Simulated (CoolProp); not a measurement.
Vapour-liquid equilibrium of acetone (1) + cyclohexane (2) at 0.293 MPa; x and y are mole fractions of (1).

Values from CoolProp's multi-fluid Helmholtz-energy mixture model, Lemmon 2006 and Zhou 2014; pair parameters Bell 2016.

Question: Give the bubble temperature and the first vapour's composition at x = 0.55, 0.65, 0.75. Is there an azeotrope?

Answer: x = 0.55: 363.1 K, y = 0.673; x = 0.65: 362.4 K, y = 0.712; x = 0.75: 362.1 K, y = 0.762. y crosses x between x = 0.75 and 0.85: the model has an azeotrope there.

The pair parameters rest on a limited set of measurements; away from them the model extrapolates.
